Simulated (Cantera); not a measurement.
# Low-pressure radical oxidation in H2/O2

A perfectly stirred reactor is fed with H2 : O2 = 0.013 : 1 (molar parts), equivalence ratio 0.0065, at 0.0180 bar; it is held at 1025 K, and followed from long to short residence time.

Model: the H2/O2 subset of GRI-Mech 3.0, which has no nitrogen chemistry, integrated in Cantera. Radical loss at walls, strong at low pressure, is not modelled.

| τ (s) | x H2 | x O2 | x H2O | x H2O2 | x O |
|---|---|---|---|---|---|
| 8.3 | 4.53e-5 | 0.987 | 0.0128 | 2.58e-8 | 0.000214 |
| 2.6 | 8.64e-5 | 0.987 | 0.0128 | 3.30e-8 | 0.000438 |
| 0.81 | 0.000163 | 0.986 | 0.0126 | 4.30e-8 | 0.000863 |
| 0.25 | 0.000312 | 0.985 | 0.0124 | 5.79e-8 | 0.00161 |
| 0.078 | 0.000608 | 0.984 | 0.0119 | 8.09e-8 | 0.00273 |
| 0.024 | 0.00124 | 0.982 | 0.0109 | 1.17e-7 | 0.00404 |
| 0.0076 | 0.00262 | 0.981 | 0.00914 | 1.67e-7 | 0.00474 |
| 0.0024 | 0.00565 | 0.982 | 0.00602 | 2.01e-7 | 0.00386 |
x: mole fraction; the columns are a selection and need not sum to one.
